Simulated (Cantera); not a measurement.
A diamond (100) surface in a fixed gas of H2 with x(CH4) = 0.0034, x(CH3) = 1.1e-05, at 1200 K, 54.0 Torr; coverages are run to steady state.

Model: the Harris–Goodwin 1993 mechanism for the reconstructed diamond (100) surface, integrated in Cantera.

One state of this run: growth (µm/h) = 0.0320; θ c6HH = 0.539; θ c6H* = 0.0326; θ c6*H = 0.417; θ c6** = 0.0106; θ c6HM = 0.000196. θ: site fractions in the mechanism's names (c6HH fully hydrogenated, c6H* and c6*H radical sites, c6** diradical, c6HM methylated).

Task: Which value of x(H) does it belong to?
A. 0.00046
B. 0.01
C. 0.0046
D. 0.00022

Result: D, 0.00022
